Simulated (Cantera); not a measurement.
Charge: 1 mol CH₃F, 0.012 mol CH₄, at 6.00e-5 bar.

These are equilibrium values from Cantera (NASA tables, ideal gas, pure condensed phases), not measurements of a reactor. Candidate condensed phases: C, C₆H₆, C₇H₈, C₈H₁₈; 95 gas species. The numbers say what is thermodynamically allowed, not how fast it happens.

Task: At 2375 K, list the 4 most abundant gas species with their mole fractions, and the condensed phases.

Result: H 0.550, HF 0.353, H₂ 0.0912, F 0.00316. Condensed: C(graphite).
